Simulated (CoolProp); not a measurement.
A closed Brayton cycle with carbon dioxide: compressor inlet 333.15 K and 9.8 MPa, high pressure 20.4 MPa, turbine inlet 745 K, compressor efficiency 0.8, turbine efficiency 0.85, recuperator effectiveness 0.95 (on enthalpy, no pinch check). Each further row changes one setting.

The numbers come from the reference Helmholtz-energy equation of state, Span 1996 in CoolProp.

```
case                           thermal efficiency (%)  net work (kJ/kg)  compressor to turbine work  compressor exit (K)  turbine exit (K)
-----------------------------  ----------------------  ----------------  --------------------------  -------------------  ----------------
as stated                                        27.3              45.3                        0.45                392.7             665.4
turbine inlet 695 K                              24.7        (withheld)                        0.49                392.7        (withheld)
compressor inlet 343.15 K                        25.6        (withheld)                        0.52           (withheld)             665.4
high pressure 17.3 MPa                     (withheld)        (withheld)                        0.43                379.0             683.0
recuperator effectiveness 0.5                    14.6              45.3                        0.45                392.7             665.4
```

### Question
What belongs in the gaps?

### Answer

- turbine inlet 695 K, net work (kJ/kg): 38.7
- turbine inlet 695 K, turbine exit (K): 618.2
- compressor inlet 343.15 K, net work (kJ/kg): 39.9
- compressor inlet 343.15 K, compressor exit (K): 408.4
- high pressure 17.3 MPa, thermal efficiency (%): 26.4
- high pressure 17.3 MPa, net work (kJ/kg): 37.1
